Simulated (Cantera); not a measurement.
Cantera run, input and output.

```python
import numpy as np
import cantera as ct

surf = ct.Interface("ptcombust.yaml", "Pt_surf")
gas = surf.adjacent["gas"]
gas.TPX = 500, 310000, {'H2': 0.013, 'O2': 0.035, 'N2': 1.5}
surf.TP = 500, 310000
reactor = ct.FlowReactor(gas, clone=False)
reactor.area = 0.0001  # m2
reactor.surface_area_to_volume_ratio = 220  # 1/m
reactor.mass_flow_rate = 0.84 * reactor.area * gas.density  # inlet velocity 0.84 m/s
reactor.energy_enabled = False
wall = ct.ReactorSurface(surf, reactor, clone=False)
net = ct.ReactorNet([reactor])
net.rtol, net.atol = 1e-8, 1e-16
show, cover = ['H2', 'O2', 'H2O'], ['PT(S)', 'H(S)', 'O(S)', 'OH(S)', 'CO(S)', 'C(S)']

rows = []
print(f"{'z/m':>9s}{'u/(m/s)':>9s}" + "".join(f"{s:>13s}" for s in show + cover))
for z in [0.0003, 0.00053, 0.00094, 0.0017, 0.003, 0.0053, 0.0094, 0.017, 0.03]:
    net.advance(z)
    rows.append([reactor.speed, *gas[show].X, *surf[cover].coverages])
    print(f"{z:9.4g}{rows[-1][0]:9.3g}" + "".join(f"{x:13.4e}" for x in rows[-1][1:]))
```

Output:

```
      z/m  u/(m/s)           H2           O2          H2O        PT(S)         H(S)         O(S)        OH(S)        CO(S)         C(S)
   0.0003    0.838   3.7652e-03   2.0336e-02   4.6523e-03   2.7136e-01   3.6444e-07   6.5293e-01   7.4778e-02   5.7966e-23   3.7507e-27
  0.00053    0.838   2.5993e-03   1.9764e-02   5.8231e-03   1.9276e-01   1.5999e-07   7.3628e-01   7.0184e-02   4.6539e-22   1.8637e-26
  0.00094    0.837   1.6586e-03   1.9302e-02   6.7678e-03   1.2594e-01   6.1209e-08   8.1160e-01   6.1888e-02   7.5041e-24   3.0069e-28
   0.0017    0.837   9.8425e-04   1.8972e-02   7.4449e-03   7.6038e-02   2.0693e-08   8.7236e-01   5.1227e-02  -4.2229e-24   9.7807e-29
    0.003    0.837   5.7721e-04   1.8772e-02   7.8537e-03   4.5067e-02   6.9769e-09   9.1368e-01   4.1019e-02  -1.0140e-24  -4.9983e-30
   0.0053    0.837   3.3213e-04   1.8651e-02   8.0998e-03   2.6099e-02   2.2990e-09   9.4177e-01   3.1998e-02   1.3747e-23   5.5438e-28
   0.0094    0.837   1.8863e-04   1.8581e-02   8.2439e-03   1.4879e-02   7.4728e-10   9.6051e-01   2.4537e-02  -2.4010e-24  -2.2612e-29
    0.017    0.837   1.0460e-04   1.8540e-02   8.3283e-03   8.2695e-03   2.3436e-10   9.7321e-01   1.8474e-02  -2.1347e-26  -8.3012e-32
     0.03    0.836   5.9324e-05   1.8518e-02   8.3738e-03   4.6958e-03   7.7673e-11   9.8128e-01   1.4003e-02  -3.9846e-27   6.2637e-31
```

Model: Deutschmann's 1995 Pt surface mechanism with GRI-Mech 3.0 gas chemistry, integrated in Cantera. Catalytic surfaces can have several steady states; this one follows from the mechanism file's or the stated starting coverage. Mass transfer to the wall is taken as infinitely fast.
